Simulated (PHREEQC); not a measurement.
A solution holds 0.17 mol CuCl2 and 0.052 mol NaCl per kg of water, at 20 °C. Closed to the air; pH follows from the charge balance.

Computed with PHREEQC (ion-association model, phreeqc.dat).

No solid was allowed to form.

Q: Estimate the pH, activity of water, ionic strength.

A: pH 4.24; activity of water 0.990; ionic strength 0.502 mol/kgw.

Q: In which forms is Cu present?

A: Cu+2 83 %, CuCl+ 16 %, CuCl2 1.1 % of the Cu.

Species that the database lacks are ignored.
